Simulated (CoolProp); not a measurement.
Saturation properties of isobutene (Tc = 418.1 K, pc = 4016 kPa, ω = 0.193).

Values from CoolProp's reference Helmholtz-energy equation of state, Lemmon 2005. It is a short technical equation, of lower accuracy than the large ones.

```json
[
 {"T (K)": "233.4", "p (kPa)": "22.79", "liquid density (kg/m³)": "662.4", "vapour density (kg/m³)": "0.6693", "enthalpy of vaporisation (kJ/kg)": "421.0", "surface tension (mN/m)": "20.0"},
 {"T (K)": "239.6", "p (kPa)": "31.35", "liquid density (kg/m³)": "655.8", "vapour density (kg/m³)": "0.9003", "enthalpy of vaporisation (kJ/kg)": "415.7", "surface tension (mN/m)": "19.1"},
 {"T (K)": "245.9", "p (kPa)": "42.53", "liquid density (kg/m³)": "…", "vapour density (kg/m³)": "1.196", "enthalpy of vaporisation (kJ/kg)": "410.1", "surface tension (mN/m)": "18.3"},
 {"T (K)": "252.1", "p (kPa)": "56.44", "liquid density (kg/m³)": "…", "vapour density (kg/m³)": "1.556", "enthalpy of vaporisation (kJ/kg)": "404.6", "surface tension (mN/m)": "17.5"},
 {"T (K)": "258.4", "p (kPa)": "…", "liquid density (kg/m³)": "635.2", "vapour density (kg/m³)": "2.003", "enthalpy of vaporisation (kJ/kg)": "398.9", "surface tension (mN/m)": "16.7"},
 {"T (K)": "264.6", "p (kPa)": "95.34", "liquid density (kg/m³)": "628.2", "vapour density (kg/m³)": "2.535", "enthalpy of vaporisation (kJ/kg)": "393.1", "surface tension (mN/m)": "15.9"},
 {"T (K)": "270.9", "p (kPa)": "…", "liquid density (kg/m³)": "…", "vapour density (kg/m³)": "3.183", "enthalpy of vaporisation (kJ/kg)": "387.1", "surface tension (mN/m)": "15.1"},
 {"T (K)": "277.1", "p (kPa)": "152.6", "liquid density (kg/m³)": "613.9", "vapour density (kg/m³)": "3.938", "enthalpy of vaporisation (kJ/kg)": "381.0", "surface tension (mN/m)": "14.3"}
]
```

Task: Complete the blanks.

Result: 
- 245.9, liquid density (kg/m³): 649.0
- 252.1, liquid density (kg/m³): 642.2
- 258.4, p (kPa): 74.05
- 270.9, p (kPa): 121.6
- 270.9, liquid density (kg/m³): 621.1

It boils at 266.1 K under 1 atm.

Surface tension comes from a separate correlation (Mulero 2012).
